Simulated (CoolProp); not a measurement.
c-C4F8 (RC318) along the isobar 0.789 MPa: Z from the reference equation and from simpler models built on Tc = 115.2 °C, pc = 2.778 MPa, ω = 0.355; each cubic takes its own stable root.

Values from CoolProp's reference Helmholtz-energy equation of state, Platzer 1990. This equation is an older, rougher fit.

```csv
T (°C),phase,reference
107.65,gas,0.8905
117.55,gas,0.9011
127.45,gas,0.9103
137.45,gas,0.9185
147.35,gas,0.9257
157.25,gas,0.9322
167.25,gas,0.9380
177.15,gas,0.9432
187.15,gas,0.9480
197.05,gas,0.9523
206.95,gas,0.9562
216.95,gas,0.9598
226.85,gas,0.9630
```

Q: How far does each simpler model (Pitzer virial, Redlich-Kwong) lie from the reference over these 13 states: mean and median of the absolute difference, and the worst?

A: 
- Pitzer virial: mean 0.1 %, median 0.1 %, worst +0.3 % at 107.65 °C and 0.789 MPa
- Redlich-Kwong: mean 0.7 %, median 0.8 %, worst -0.9 % at 226.85 °C and 0.789 MPa
